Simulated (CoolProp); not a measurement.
Carbonyl sulfide at 298.15 K and 3.16 MPa is throttled through a valve to 0.0707 MPa with no heat exchange. Each further row changes one setting.

The numbers come from the reference Helmholtz-energy equation of state, Lemmon 2006 in CoolProp. It is a short technical equation, of lower accuracy than the large ones.

```json
[
 {"case": "as stated", "temperature change (K)": "-82.6", "final phase": "two-phase, vapour fraction 0.330", "final density (kg/m³)": "7.31"},
 {"case": "outlet pressure 0.0212 MPa", "temperature change (K)": "-104.0", "final phase": "two-phase, vapour fraction 0.393", "final density (kg/m³)": "2.03"},
 {"case": "outlet pressure 0.0919 MPa", "temperature change (K)": "-77.2", "final phase": "two-phase, vapour fraction 0.313", "final density (kg/m³)": "9.80"}
]
```
